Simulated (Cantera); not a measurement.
Carbon deposition, reforming and gasification: n-butane + H2 + N2

Charge: 1 mol n-butane, 5.6 mol H2, 21 mol N2, held at 2.60 bar.

Method: chemical equilibrium by Gibbs-energy minimisation in Cantera with the NASA 1993 tables (ideal gas, pure condensed phases). Candidate condensed phases: C, C6H6, C7H8, C8H18; 92 gas species. Equilibrium is a limit: real reactors are often held back by kinetics, nucleation or transport.

```csv
T (K),log p N2,log p H2,log p CH4,log p HCN,log p H,log p C2H2 (acetylene),log p HNC,n C(graphite)
875,0.26,-0.22,-0.80,-6.26,-10.41,-10.84,-9.54,2.17
1025,0.25,-0.10,-1.33,-5.04,-8.41,-8.76,-7.80,3.45
1175,0.24,-0.07,-1.86,-4.17,-6.95,-7.27,-6.52,3.83
1325,0.24,-0.06,-2.30,-3.50,-5.82,-6.13,-5.55,3.94
1475,0.24,-0.06,-2.66,-2.97,-4.92,-5.24,-4.77,3.96
1625,0.24,-0.06,-2.95,-2.53,-4.18,-4.51,-4.14,3.95
1775,0.24,-0.06,-3.20,-2.18,-3.57,-3.91,-3.62,3.91
1925,0.24,-0.06,-3.41,-1.88,-3.05,-3.40,-3.19,3.82
2075,0.23,-0.07,-3.59,-1.62,-2.61,-2.97,-2.81,3.66
2225,0.23,-0.07,-3.75,-1.41,-2.23,-2.61,-2.49,3.42
2375,0.23,-0.08,-3.90,-1.22,-1.89,-2.29,-2.22,3.06
2525,0.22,-0.10,-4.04,-1.06,-1.60,-2.02,-1.98,2.57
2675,0.22,-0.12,-4.18,-0.92,-1.35,-1.79,-1.77,1.91
2825,0.21,-0.15,-4.33,-0.81,-1.13,-1.59,-1.60,1.08
```
log p: log10 of the partial pressure in bar; n: condensed amount in mol.

From 875 K to 2825 K the condensed part is C(graphite). The main C-bearing gas is CH4 at 875 K and HCN at 2825 K. The share of C in condensed phases is highest at 1475 K (99.0 %) and lowest at 2825 K (27.0 %).
